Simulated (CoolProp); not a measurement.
Vapour-liquid equilibrium of diethyl ether (1) + benzene (2) at 294.8 K; x and y are mole fractions of (1).

Computed with CoolProp (multi-fluid Helmholtz-energy mixture model, Thol 2014 and Thol 2012; pair parameters Bell 2016).

```csv
x,"bubble pressure, mixture model (MPa)","bubble pressure, Raoult's law (MPa)","y, mixture model","y, Raoult's law"
0.05,___,0.01345,0.231,0.233
0.15,___,0.01864,___,0.505
0.25,0.02363,0.02384,0.651,0.659
0.35,0.02872,0.02903,0.750,0.757
0.45,0.03384,0.03423,0.820,0.826
0.55,0.03900,0.03942,0.871,0.876
0.65,0.04422,0.04462,0.911,0.915
0.75,0.04948,0.04981,___,0.946
0.85,0.05478,0.05500,0.969,0.970
0.95,0.06012,0.06020,0.991,0.991
```

Problem. Fill in the missing entries.

Solution. 
- 0.05, bubble pressure, mixture model (MPa): 0.01343
- 0.15, bubble pressure, mixture model (MPa): 0.01854
- 0.15, y, mixture model: 0.499
- 0.75, y, mixture model: 0.943

The largest gap from Raoult's law is -1.1 % in bubble pressure, at x = 0.45. No azeotrope shows between x = 0.05 and 0.95.

The pair parameters rest on a limited set of measurements; away from them the model extrapolates.
